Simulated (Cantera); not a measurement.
An isothermal, constant-pressure homogeneous reactor starts with C2H6 : N2 = 1 : 110 (molar parts), at 1975 K and 0.0440 bar. Integrator tolerance rtol = 1e-08.

Cantera simulation using GRI-Mech 3.0 (53 species, 325 reactions); the numbers are that mechanism's predictions, not measurements. GRI-Mech 3.0 stops at C3 and has no aromatics, soot or wall deposition, so with more carbon than oxygen in the feed, carbon stays in small species such as C2H2 where larger ones or solid carbon would form. Radical loss at walls, strong at low pressure, is not modelled.

What does this change do: C2H6 1 to 0.14 parts?


```tsv
quantity	before	after
x(C2H6) at 10.0 s	<1e-12 (gas-phase equilibrium <1e-12)	<1e-12 (gas-phase equilibrium <1e-12)
x(H2) at 10.0 s	0.0173 (gas-phase equilibrium 0.0173)	0.00238 (gas-phase equilibrium 0.00238)
x(C2H) at 10.0 s	7.45e-6 (gas-phase equilibrium 5.23e-7)	2.60e-6 (gas-phase equilibrium 3.16e-8)
x(C2H4) at 10.0 s	5.09e-8 (gas-phase equilibrium 3.58e-9)	9.43e-10 (gas-phase equilibrium 1.10e-11)
x(CH4) at 10.0 s	2.81e-8 (gas-phase equilibrium 4.37e-8)	8.01e-10 (gas-phase equilibrium 3.34e-10)
x(CH3) at 10.0 s	2.78e-8 (gas-phase equilibrium 4.32e-8)	2.06e-9 (gas-phase equilibrium 8.91e-10)
x(H) at 10.0 s	0.000863 (gas-phase equilibrium 0.000863)	0.000310 (gas-phase equilibrium 0.000320)
```
